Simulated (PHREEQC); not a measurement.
## Spent oxide etchant: an equilibrium model

Consider water at 25 °C with 4.2 mmol/kgw HF, 41 mmol/kgw H2SiF6 and 59 mmol/kgw HNO3. Closed to the air; pH follows from the charge balance.

Equilibrium calculation in PHREEQC: ion-association model, phreeqc.dat.

This is a speciation only: nothing precipitates in the calculation.

What pH, ionic strength does the model give?

pH 0.95; ionic strength 0.179 mol/kgw.

In which forms is Si present?

SiF6-2 98 %, H4SiO4 2.3 % of the Si.

Examples of supersaturated solids here: Quartz (slow to form), Chalcedony (slow to form). Others may be too. SiF6-2 is the database's only silicon fluoride.
